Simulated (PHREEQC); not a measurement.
Make-up at 25 °C: 0.0475 mol LiBr per kg of water. Closed to the air; pH follows from the charge balance.

Model: ion-association model, wateq4f.dat, run in PHREEQC.

```yaml
ionic_strength: 0.0475 mol/kgw
```

```csv
species,molality,activity,log γ
Br-,0.0475,0.0391,-0.084
Li+,0.0475,0.0397,-0.078
OH-,1.20e-7,9.75e-8,-0.089
H+,1.20e-7,1.02e-7,-0.068
```

This is a speciation only: nothing precipitates in the calculation. Species that the database lacks are ignored.
